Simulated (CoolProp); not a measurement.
Sulfur dioxide at 298.15 K and 17.8 MPa is throttled through a valve to 4.99 MPa with no heat exchange. Each further row changes one setting.

Values from CoolProp's reference Helmholtz-energy equation of state, Gao 2016.

```tsv
case	temperature change (K)	final density (kg/m³)
as stated	?	1370
outlet pressure 1.5 MPa	+3.6	?
outlet pressure 6.49 MPa	?	1370
```

Question: What belongs in the gaps?

Answer: 
- as stated, temperature change (K): +2.9
- outlet pressure 1.5 MPa, final density (kg/m³): 1360
- outlet pressure 6.49 MPa, temperature change (K): +2.6
